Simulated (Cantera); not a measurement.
Cantera run, input and output.

```python
import numpy as np
import cantera as ct

surf = ct.Interface("ptcombust.yaml", "Pt_surf")
gas = surf.adjacent["gas"]
gas.TPX = 598, 210000, {'H2': 0.0031, 'O2': 0.14, 'N2': 0.79, 'H2O': 0.0099}
surf.TP = 598, 210000
reactor = ct.FlowReactor(gas, clone=False)
reactor.area = 0.0001  # m2
reactor.surface_area_to_volume_ratio = 230  # 1/m
reactor.mass_flow_rate = 5.2 * reactor.area * gas.density  # inlet velocity 5.2 m/s
reactor.energy_enabled = False
wall = ct.ReactorSurface(surf, reactor, clone=False)
net = ct.ReactorNet([reactor])
net.rtol, net.atol = 1e-8, 1e-16
show, cover = ['H2', 'O2', 'H2O'], ['PT(S)', 'H(S)', 'O(S)', 'OH(S)', 'CO(S)', 'C(S)']

rows = []
print(f"{'z/m':>9s}{'u/(m/s)':>9s}" + "".join(f"{s:>13s}" for s in show + cover))
for z in [5e-05, 0.00011, 0.00023, 0.0005, 0.0011, 0.0023, 0.005]:
    net.advance(z)
    rows.append([reactor.speed, *gas[show].X, *surf[cover].coverages])
    print(f"{z:9.4g}{rows[-1][0]:9.3g}" + "".join(f"{x:13.4e}" for x in rows[-1][1:]))
```

Result:

```
      z/m  u/(m/s)           H2           O2          H2O        PT(S)         H(S)         O(S)        OH(S)        CO(S)         C(S)
    5e-05      5.2   3.2796e-03   1.4846e-01   1.0506e-02   3.6178e-02   1.2685e-08   9.5100e-01   1.2791e-02  -3.4961e-28  -4.3998e-32
  0.00011      5.2   3.2704e-03   1.4846e-01   1.0516e-02   3.6077e-02   1.2614e-08   9.5111e-01   1.2777e-02   4.5391e-26   9.5108e-30
  0.00023      5.2   3.2520e-03   1.4845e-01   1.0534e-02   3.5877e-02   1.2474e-08   9.5134e-01   1.2749e-02  -5.0241e-25  -1.0528e-28
   0.0005      5.2   3.2115e-03   1.4843e-01   1.0575e-02   3.5434e-02   1.2169e-08   9.5185e-01   1.2687e-02   4.3082e-26   5.3806e-30
   0.0011      5.2   3.1249e-03   1.4839e-01   1.0662e-02   3.4488e-02   1.1530e-08   9.5293e-01   1.2552e-02  -4.1647e-25  -8.7682e-29
   0.0023      5.2   2.9650e-03   1.4832e-01   1.0823e-02   3.2738e-02   1.0394e-08   9.5494e-01   1.2293e-02   4.2187e-26   8.8077e-30
    0.005      5.2   2.6586e-03   1.4819e-01   1.1132e-02   2.9381e-02   8.3851e-09   9.5883e-01   1.1763e-02   4.2719e-26   8.9494e-30
```

Detailed kinetics in Cantera: Deutschmann's 1995 Pt surface mechanism with GRI-Mech 3.0 gas chemistry. Catalytic surfaces can have several steady states; this one follows from the mechanism file's or the stated starting coverage. Mass transfer to the wall is taken as infinitely fast.
